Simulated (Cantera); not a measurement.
Input: 1 mol Cu2O, 0.48 mol C, 0.021 mol CO, held at 1248 K and 680000 Pa.

Equilibrium computed with Cantera from the NASA thermochemical tables; the gas is ideal and each condensed phase is pure. Candidate condensed phases: C, Cu, CuO, Cu2O; 15 gas species. Mutual solubility and eutectic melting of coexisting phases are not modelled. Kinetics and transport are ignored.

Base state: CO2 1.000, CO 9.34e-5 (mole fractions); condensed: Cu(s) + Cu2O(s).

**Question.** What changes in the equilibrium state with this change: 0.25 mol NH3 added?

**Answer.** 
| species | before | after |
|---|---|---|
| CO2 | 1.000 | 0.274 |
| H2O | 0 | 0.245 |
| CO | 9.34e-5 | 0.226 |
| H2 | 0 | 0.130 |
| N2 | 0 | 0.125 |
| NH3 | 0 | 1.73e-5 |
| CH4 | 0 | 1.59e-5 |
| Cu(s), mol | 1.96 | 2.00 |
| Cu2O(s), mol | 0.0190 | 0 |
Further candidate phases: C6H6, C7H8, C8H18, Cu(OH)2, H2O.
